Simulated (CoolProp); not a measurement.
Vapour-liquid equilibrium of m-xylene (1) + o-xylene (2) at 473.2 K; x and y are mole fractions of (1).

Values from CoolProp's multi-fluid Helmholtz-energy mixture model, Zhou 2012 and Zhou 2012; pair parameters Bell 2016.

**Question.** Give the bubble pressure and the first vapour's composition at x = 0.35, 0.725, 0.8. Is there an azeotrope?

**Answer.** x = 0.35: 378.8 kPa, y = 0.375; x = 0.725: 397.1 kPa, y = 0.746; x = 0.8: 400.7 kPa, y = 0.816. No azeotrope shows between x = 0.05 and 0.95.

Pair parameters are fitted to limited data, so mixtures are less certain than the pure fluids.
